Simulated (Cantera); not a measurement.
# Silicon nitride deposition: SiH4 + N2

Charge: 1 mol SiH4, 33 mol N2, held at 2075 K and 0.133 bar.

Cantera equilibrium calculation (NASA polynomials, part measured and part estimated; ideal gas, pure solids and liquids). Candidate condensed phases: Si, Si3N4; 18 gas species. The tables' values for SiN are old estimates; treat these amounts as uncertain. Rates play no part.

* **x(N2)**: 0.941
* **x(H2)**: 0.0562
* **x(H)**: 0.00173
* **x(Si)**: 0.000764
* **x(Si2N)**: 7.28e-5
* **x(SiN)**: 5.93e-5
* **x(SiH)**: 3.79e-5
* **x(Si2)**: 9.42e-6
* **x(SiH2)**: 8.99e-6
* **n(Si(l))**: 0.964 mol
* **gas amount**: 35.06 mol
